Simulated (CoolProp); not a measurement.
The numbers come from the reference Helmholtz-energy equation of state, Thol 2019 in CoolProp.

**Question.** Give the vapour pressure (bar), liquid density (kg/m³), vapour density (kg/m³), enthalpy of vaporisation (kJ/kg) of saturated n-hexane at 343.4, 360.9 K.

**Answer.** 
| T (K) | p (bar) | liquid density (kg/m³) | vapour density (kg/m³) | enthalpy of vaporisation (kJ/kg) |
|---|---|---|---|---|
| 343.4 | 1.06 | 612 | 3.38 | 334 |
| 360.9 | 1.78 | 594 | 5.50 | 320 |
